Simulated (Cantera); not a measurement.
An isothermal, constant-pressure homogeneous reactor starts with 1.08 % H2, 83.1 % O2, 15.8 % N2, equivalence ratio 0.0065, at 1425 K and 0.0132 atm.

Model: GRI-Mech 3.0 (53 species, 325 reactions), integrated in Cantera. Radical loss at walls, strong at low pressure, is not modelled.

Predict: x(H2) at 2.00 s; x(O2) at 2.00 s; x(O) at 2.00 s; x(H) at 2.00 s; x(N2O) at 2.00 s; x(NO) at 2.00 s.


```
Item                                                Result
----------------  ----------------------------------------
x(H2) at 2.00 s    5.05e-6 (gas-phase equilibrium 6.83e-8)
x(O2) at 2.00 s        0.829 (gas-phase equilibrium 0.830)
x(O) at 2.00 s    0.000829 (gas-phase equilibrium 1.10e-5)
x(H) at 2.00 s     1.00e-5 (gas-phase equilibrium 1.55e-8)
x(N2O) at 2.00 s   6.40e-9 (gas-phase equilibrium 2.43e-9)
x(NO) at 2.00 s   1.53e-7 (gas-phase equilibrium 0.000745)
```
